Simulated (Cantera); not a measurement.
Charge: 1 mol SiHCl3, 0.15 mol Cl2, 100 mol N2, held at 0.630 bar.

These are equilibrium values from Cantera (NASA tables, ideal gas, pure condensed phases), not measurements of a reactor. Candidate condensed phases: NH4Cl, Si, Si3N4; 28 gas species. The tables' values for SiCl3 are old estimates; treat these amounts as uncertain. Kinetics and transport are ignored.

x: gas mole fraction; n: condensed amount in mol.

| T (K) | x N2 | x HCl | x SiCl2 | x SiCl4 | x SiCl3 | n Si3N4(s) |
|---|---|---|---|---|---|---|
| 1500 | 0.984 | 0.00914 | 0.00139 | 0.00413 | 0.00134 | 0.101 |
| 1525 | 0.983 | 0.00912 | 0.00189 | 0.00373 | 0.00154 | 0.0903 |
| 1550 | 0.983 | 0.00909 | 0.00252 | 0.00328 | 0.00172 | 0.0780 |
| 1575 | 0.983 | 0.00904 | (withheld) | (withheld) | 0.00187 | (withheld) |
| 1600 | 0.982 | 0.00898 | (withheld) | (withheld) | 0.00197 | (withheld) |
| 1625 | 0.982 | 0.00891 | 0.00505 | 0.00184 | 0.00200 | 0.0315 |
| 1650 | 0.981 | 0.00881 | 0.00600 | 0.00141 | 0.00196 | 0.0148 |
| 1675 | 0.981 | 0.00872 | 0.00687 | 0.00106 | 0.00187 | 0 |
| 1700 | 0.981 | 0.00888 | 0.00697 | 0.000971 | 0.00185 | 0 |

Task: What belongs in the gaps?

Result: 
- 1575, x SiCl2: 0.00327
- 1575, x SiCl4: 0.00280
- 1575, n Si3N4(s): 0.0637
- 1600, x SiCl2: 0.00412
- 1600, x SiCl4: 0.00231
- 1600, n Si3N4(s): 0.0480
